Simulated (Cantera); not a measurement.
What does this Cantera script print?

```python
import numpy as np
import cantera as ct

gas = ct.Solution("gri30.yaml")
gas.TPX = 700, 550000, {'CH4': 1, 'O2': 2.56, 'N2': 9.64, 'H2O': 0.35, 'H2': 0.48}
flame = ct.FreeFlame(gas, width=0.012)
flame.set_refine_criteria(ratio=3, slope=0.08, curve=0.16)
flame.transport_model = "mixture-averaged"
flame.solve(loglevel=0, auto=True)
z, T = flame.grid, flame.T
thick = (T[-1] - T[0]) / np.gradient(T, z).max()
show = ['CH4', 'O2', 'H2O', 'H', 'NO', 'C2H4']
print(f"laminar burning velocity  {flame.velocity[0] * 100:.3f} cm/s")
print(f"burnt temperature         {T[-1]:.1f} K")
print(f"thermal thickness         {thick * 1e3:.4f} mm")
print(f"grid points               {len(z)}")
z0 = z[flame.heat_release_rate.argmax()]
print(f"{'z/mm':>9s}{'T/K':>9s}{'u/(m/s)':>9s}" + "".join(f"{s:>11s}" for s in show))
rows = []
for k in (-3, -2, -1.5, -1, -0.5, -0.25, 0, 0.25, 0.5, 1, 2, 4, 8):
    zz = z0 + k * thick
    rows.append([k * thick, np.interp(zz, z, T), np.interp(zz, z, flame.velocity),
                 *(np.interp(zz, z, flame.X[gas.species_index(s)]) for s in show)])
    print(f"{rows[-1][0] * 1e3:9.3f}{rows[-1][1]:9.1f}{rows[-1][2]:9.3f}" + "".join(f"{x:11.3e}" for x in rows[-1][3:]))
```

It prints:

```
laminar burning velocity  103.974 cm/s
burnt temperature         2350.5 K
thermal thickness         0.0837 mm
grid points               134
     z/mm      T/K  u/(m/s)        CH4         O2        H2O          H         NO       C2H4
   -0.251    700.5    1.040  7.132e-02  1.826e-01  2.508e-02  2.374e-12  5.754e-10  3.754e-08
   -0.167    705.0    1.045  7.115e-02  1.826e-01  2.596e-02  1.047e-10  7.079e-09  6.130e-07
   -0.126    717.4    1.062  7.052e-02  1.821e-01  2.813e-02  1.563e-09  2.938e-08  2.936e-06
   -0.084    780.6    1.155  6.700e-02  1.779e-01  3.767e-02  9.243e-08  1.919e-07  2.158e-05
   -0.042   1117.4    1.660  4.784e-02  1.494e-01  7.967e-02  2.789e-05  1.998e-06  1.973e-04
   -0.021   1486.7    2.219  2.627e-02  1.131e-01  1.214e-01  2.903e-04  5.076e-06  3.950e-04
    0.000   1855.2    2.779  5.951e-03  7.040e-02  1.623e-01  1.583e-03  1.037e-05  2.100e-04
    0.021   2029.3    3.032  3.657e-04  4.598e-02  1.802e-01  2.721e-03  1.714e-05  8.730e-06
    0.042   2105.6    3.132  1.209e-05  3.752e-02  1.849e-01  2.614e-03  2.247e-05  1.042e-07
    0.084   2193.4    3.244  2.502e-08  3.204e-02  1.891e-01  1.781e-03  3.006e-05  4.096e-11
    0.167   2273.8    3.347  1.235e-12  2.839e-02  1.940e-01  8.737e-04  4.114e-05  1.833e-16
    0.335   2326.1    3.414  2.463e-15  2.619e-02  1.978e-01  3.850e-04  5.689e-05  5.071e-23
    0.669   2346.9    3.440  1.405e-16  2.530e-02  1.994e-01  2.368e-04  8.061e-05  5.214e-25
```

Model: GRI-Mech 3.0 (53 species, 325 reactions), integrated in Cantera. Burning velocities carry a grid error of a few per cent, more on coarse grids.
